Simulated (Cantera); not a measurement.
# Reactions in the system Cu-F-N

Source: NASA polynomial tables (part measured, part estimated), evaluated in Cantera. Values are per mole of reaction as written; species without (g) are pure solids or liquids, kept so even where they would boil at 1 bar.

3 CuF₂(g) + N₂(g) ⇌ 3 Cu + 2 NF₃(g)

```tsv
T (K)	ΔH° (kJ)	ΔS° (J/K)	ΔG° (kJ)	log10 K	condensed phases
650	545.2	-355.9	776.5	-62.40	Cu(s)
850	552.3	-346.4	846.7	-52.03	Cu(s)
1050	560.7	-337.5	915.1	-45.52	Cu(s)
1250	570.5	-329.0	981.8	-41.02	Cu(s)
1450	621.2	-291.6	1044.0	-37.61	Cu(l)
1650	632.9	-284.1	1101.6	-34.87	Cu(l)
1850	644.5	-277.4	1157.7	-32.69	Cu(l)
2050	656.1	-271.5	1212.6	-30.90	Cu(l)
2250	667.5	-266.2	1266.4	-29.40	Cu(l)
2450	678.7	-261.4	1319.1	-28.12	Cu(l)
```
